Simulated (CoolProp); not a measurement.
Model: reference Helmholtz-energy equation of state, Polt 1992, in CoolProp. This equation is an older, rougher fit; its heat capacities, sound speeds and derivatives of the liquid may be far off and weren't checked against measurements.

Give the vapour pressure (bar), liquid density (kg/m³), vapour Z, surface tension (mN/m) of saturated cyclopropane at 280.8, 302.8 K.


```json
[
 {"T (K)": "280.8", "p (bar)": "4.39", "liquid density (kg/m³)": "645", "vapour Z": "0.906", "surface tension (mN/m)": "13.7"},
 {"T (K)": "302.8", "p (bar)": "8.20", "liquid density (kg/m³)": "612", "vapour Z": "0.858", "surface tension (mN/m)": "10.4"}
]
```

Surface tension comes from a separate correlation (Mulero 2014).
